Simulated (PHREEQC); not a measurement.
Make-up at 25 °C: 0.0028 mol H3BO3 per kg of water. Closed to the air; pH follows from the charge balance.

The numbers come from PHREEQC with the ion-association model, phreeqc.dat.

Each row changes one thing in this solution. This is a speciation only: nothing precipitates in the calculation.

```csv
case,pH,ionic strength (mol/kgw),H2BO3- (mol/kgw)
as made,5.89,1.28e-6,1.27e-6
diluted 100-fold with water,6.79,[?],9.93e-8
temperature from 25 to 55 °C,5.78,[?],1.61e-6
H3BO3 from 0.0028 to 0.00252 mol/kgw,5.92,[?],1.20e-6
temperature from 25 to 65 °C,5.75,1.79e-6,1.72e-6
H3BO3 from 0.0028 to 0.0056 mol/kgw,5.75,1.80e-6,1.79e-6
temperature from 25 to 10 °C,5.96,1.10e-6,1.10e-6
```

Q: Some entries are withheld; supply them.

A: 
- diluted 100-fold with water, ionic strength (mol/kgw): 1.62e-7
- temperature from 25 to 55 °C, ionic strength (mol/kgw): 1.65e-6
- H3BO3 from 0.0028 to 0.00252 mol/kgw, ionic strength (mol/kgw): 1.21e-6

Constants without temperature data keep their 25 °C values here.
